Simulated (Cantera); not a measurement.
Input (Python, Cantera) and output of one run.

```python
import numpy as np
import cantera as ct

gas_names = [...]  # 89 gases of nasa_gas.yaml made of C, H, Ti
cond_names = """
    C(gr) C6H6(L) C7H8(L) C8H18(L),n-octa Ti(a) Ti(b) Ti(L) TiC(s) TiC(L)
""".split()


# ... load() reads the species with a 1 bar reference pressure and builds the phases ...
atoms = {
    'TiC': {'Ti': 1, 'C': 1},
    'H2': {'H': 2},
}
top_T = {'C(gr)': 4500}  # K; cautious upper limits of use, not melting points


# ... equilibrate(T, P, feed) seeds the gas with the atoms and calls Mixture.equilibrate('TP', solver="vcs", rtol=1e-11, max_steps=5000) ...
results = []
feed = {'TiC': 1, 'H2': 0.055}  # mol
P = 190000  # Pa
for T in [2000, 2250, 2500, 2750, 3000, 3250, 3500, 3750, 4000, 4250, 4500, 4750, 5000]:
    mix = equilibrate(T, P, feed)
    results.append((T, P, feed, dict(zip(mix.species_names, mix.species_moles))))

top = {s: max(r[3][s] / sum(r[3][g] for g in gas_names) for r in results) for s in gas_names}
cols = sorted((s for s in top if top[s] > 0.0001), key=lambda s: -top[s])[:7]
seen = [c for c in cond_names if any(r[3].get(c, 0) > 1e-12 for r in results)]
print("log10 of partial pressures in bar; condensed amounts in mol")
print(f"{'T/K':>10s}" + "".join(f"{s[:9]:>10s}" for s in cols + seen))
for T, P, feed, n in results:
    ng = sum(n[g] for g in gas_names)
    print(f"{T:10.4g}" + "".join(f"{np.log10(max(n[s] / ng * P / 1e5, 1e-99)):10.3f}" for s in cols)
          + "".join(f"{n.get(c, 0):10.4g}" for c in seen))
```

Result:

```
log10 of partial pressures in bar; condensed amounts in mol
       T/K        H2        Ti         H         C        C3        C2       C2H    TiC(s)    TiC(L)
      2000     0.278    -5.961    -2.650   -13.673   -20.026   -17.943   -13.804         1         0
      2250     0.276    -5.121    -1.991   -10.571   -14.584   -13.507   -10.132         1         0
      2500     0.271    -4.243    -1.464    -8.303   -10.877   -10.388    -7.623         1         0
      2750     0.257    -3.353    -1.036    -6.627    -8.384    -8.195    -5.931         1         0
      3000     0.228    -2.586    -0.688    -5.263    -6.409    -6.434    -4.594    0.9999         0
      3250     0.173    -1.938    -0.407    -4.112    -4.751    -4.953    -3.485    0.9996         0
      3500     0.078    -1.430    -0.190    -3.152    -3.408    -3.734    -2.609         0    0.9987
      3750    -0.081    -0.983    -0.039    -2.340    -2.306    -2.719    -1.929         0    0.9957
      4000    -0.362    -0.553     0.021    -1.669    -1.465    -1.912    -1.485         0    0.9846
      4250    -1.032    -0.132    -0.135    -1.120    -0.849    -1.284    -1.389         0    0.9167
      4500    -2.901     0.079    -0.911    -0.737    -0.618    -0.938    -2.151         0         0
      4750    -3.208     0.051    -0.923    -0.512    -0.762    -0.862    -2.386         0         0
      5000    -3.505     0.019    -0.944    -0.340    -0.987    -0.857    -2.670         0         0
```

Method: chemical equilibrium by Gibbs-energy minimisation in Cantera with the NASA 1993 tables (ideal gas, pure condensed phases). TiC: taken at fixed stoichiometry.
